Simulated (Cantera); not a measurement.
A closed system holds: 1 mol Ca(OH)2, 0.46 mol C, 0.89 mol O2, held at 598.15 K and 13.3 mbar.

Cantera equilibrium calculation (NASA polynomials, part measured and part estimated; ideal gas, pure solids and liquids). Kinetics and transport are ignored.

```json
[
 {"species": "H2O", "before": "0.517", "after": "0.522"},
 {"species": "CO2", "before": "3.66e-6", "after": "0.241"},
 {"species": "O2", "before": "0.483", "after": "0.226"},
 {"species": "OH", "before": "<1e-9", "after": "0.00730"},
 {"species": "Ca(OH)2", "before": "<1e-9", "after": "1.88e-5"},
 {"species": "CO", "before": "<1e-9", "after": "0.00190"},
 {"species": "H2", "before": "<1e-9", "after": "0.00100"},
 {"species": "O", "before": "<1e-9", "after": "0.000990"},
 {"species": "H", "before": "<1e-9", "after": "0.000180"},
 {"species": "CaCO3(calcite), mol", "before": "0.460", "after": "0"},
 {"species": "Ca(OH)2(s), mol", "before": "0.540", "after": "0"},
 {"species": "CaO(s), mol", "before": "0", "after": "1.000"}
]
```
Gas species are given as mole fractions.

Problem. Name the change that produced these shifts.
A. temperature from 598.15 K to 1050 K
B. temperature from 598.15 K to 1875 K
C. temperature from 598.15 K to 2075 K
D. temperature from 598.15 K to 1373.15 K

Solution. B, temperature from 598.15 K to 1875 K
